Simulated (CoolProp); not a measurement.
Computed with CoolProp (reference Helmholtz-energy equation of state, Schroeder 2014).

**Question.** Give the vapour pressure (bar), liquid cp (kJ/(kg K)), liquid viscosity (µPa s) of saturated ethanol at 4.15 °C.

**Answer.** 
| T (°C) | p (bar) | liquid cp (kJ/(kg K)) | liquid viscosity (µPa s) |
|---|---|---|---|
| 4.15 | 0.0213 | 2.28 | 1660 |

Viscosity comes from a separate model (Kiselev 2005).
